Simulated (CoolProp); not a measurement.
Model: reference Helmholtz-energy equation of state, Gao 2022, in CoolProp.

For n-perfluoropentane, give the phase and the Joule-Thomson coefficient (K/MPa), expansivity (1/kK) at 155.7 K and 65.5 bar.


- 155.7 K and 65.5 bar: liquid; Joule-Thomson coefficient -0.470, expansivity 1.47
